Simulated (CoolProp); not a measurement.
Vapour pressure (bar) of n-perfluoropentane: the reference equation beside estimates from Tc = 421.0 K, pc = 20.63 bar, ω = 0.436. Clausius-Clapeyron is anchored at 298.9 K with a constant enthalpy of vaporisation of 26.41 kJ/mol.

The numbers come from the reference Helmholtz-energy equation of state, Gao 2022 in CoolProp.

```tsv
T (K)	reference	Lee-Kesler	Clausius-Clapeyron	Soave-Redlich-Kwong
269.4	0.2508	0.2491	0.2773	0.2496
275.3	0.3317	0.3301	0.3570	0.3304
281.2	0.4324	0.4311	0.4548	0.4312
287.1	0.5563	0.5555	0.5736	0.5552
293	0.7068	0.7068	0.7168	0.7063
298.9	0.8879	0.8890	0.8879	0.8884
304.8	1.103	1.106	1.091	1.106
310.7	1.358	1.362	1.329	1.362
316.6	1.655	1.662	1.608	1.664
322.5	2.001	2.010	1.932	2.014
328.4	2.399	2.411	2.307	2.419
334.3	2.855	2.869	2.736	2.884
```

Absolute difference from the reference over all 12 rows, mean and median: Lee-Kesler 0.3 and 0.4 %, Clausius-Clapeyron 3.8 and 3.3 %, Soave-Redlich-Kwong 0.4 and 0.3 %.
